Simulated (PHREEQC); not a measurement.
**Brine (model solution)**

Consider water at 25 °C with 3.9 mol/kgw KOH, 0.041 mol/kgw Na2B4O7 and 0.00014 mol/kgw H4SiO4. Closed to the air; pH follows from the charge balance.

Computed with PHREEQC (Pitzer model, pitzer.dat).

```yaml
pH: 14.99
ionic_strength: 3.98 mol/kgw
activity_of_water: 0.824
density: 1.168 g/cm³
osmotic_coefficient: 1.352
total_alkalinity: 3980 meq/kg
```

```csv
species,molality,activity,log γ
K+,3.90,3.02,-0.111
OH-,3.82,8.11,0.327
B(OH)4-,0.164,0.130,-0.101
Na+,0.0820,0.0387,-0.326
H2SiO4-2,0.000140,2.25e-6,-1.794
B(OH)3,8.52e-7,2.82e-7,-0.481
H3SiO4-,6.36e-8,3.40e-8,-0.273
```

No solid was allowed to form. Complexes and solids missing from the database can't appear. In brines, pH and single-ion activities rest on the MacInnes convention.
